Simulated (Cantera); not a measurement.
A freely propagating, adiabatic, planar premixed flame of 23.7 % H2, 16.0 % O2, 60.2 % N2, equivalence ratio 0.74, unburnt at 425 K and 255 Torr; unity-Lewis-number transport, grid criteria slope 0.08 and curve 0.16, no radiation.

Detailed kinetics in Cantera: the H2/O2 subset of GRI-Mech 3.0, which has no nitrogen chemistry. Unity Lewis numbers drop preferential diffusion, which matters most where H2 and H carry the flame. Burning velocities carry a grid error of a few per cent, more on coarse grids.

Q: Predict: laminar burning velocity; thermal thickness; peak x(OH); peak x(O); peak x(H); peak x(H2O2).

A: 
```
Quantity                     Value
------------------------  --------
laminar burning velocity  199 cm/s
thermal thickness          1.16 mm
peak x(OH)                  0.0140
peak x(O)                   0.0145
peak x(H)                   0.0475
peak x(H2O2)               9.68e-6
```
